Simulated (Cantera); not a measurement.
Input: 1 mol SiCl4, 0.03 mol C2H2, 33 mol H2, held at 7.30 mbar.

These are equilibrium values from Cantera (NASA tables, ideal gas, pure condensed phases), not measurements of a reactor. Candidate condensed phases: C, C6H6, C7H8, C8H18, Si, SiC; 109 gas species. Mutual solubility and eutectic melting of coexisting phases are not modelled. Gases not in the tables: Si2H6 and higher silanes. Kinetics and transport are ignored.

Task: Which condensed phases are stable at each of these points (T (K)): 1425, 1525, 1625, 1725, 1825, 1925, 2025, 2125, 2225, 2325, 2425, 2525?

Result: 
```tsv
T (K)	condensed phases	Si condensed (%)
1425	Si(s) + SiC(s)	32.3
1525	Si(s) + SiC(s)	29.9
1625	Si(s) + SiC(s)	27.6
1725	Si(l) + SiC(s)	27.5
1825	Si(l) + SiC(s)	29.9
1925	Si(l) + SiC(s)	26.1
2025	SiC(s)	5.1
2125	SiC(s)	3.5
2225	gas only	0.0
2325	gas only	0.0
2425	gas only	0.0
2525	gas only	0.0
```

From 1425 K to 1625 K the condensed part is Si(s) + SiC(s). From 1725 K to 1925 K the condensed part is Si(l) + SiC(s). From 2025 K to 2125 K the condensed part is SiC(s). From 2225 K to 2525 K nothing is condensed.
